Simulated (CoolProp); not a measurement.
Values from CoolProp's reference Helmholtz-energy equation of state, Schroeder 2014.

Problem. For ethanol, give the phase and the cp (kJ/(kg K)), cv (kJ/(kg K)), expansivity (1/kK), viscosity (µPa s) at 330.4 K and 21.5 MPa; 356.4 K and 21.5 MPa.

Solution. 
- 330.4 K and 21.5 MPa: liquid; cp 2.67, cv 2.26, expansivity 1.03, viscosity 705
- 356.4 K and 21.5 MPa: liquid; cp 2.90, cv 2.43, expansivity 1.13, viscosity 483

Viscosity comes from a separate model (Kiselev 2005).
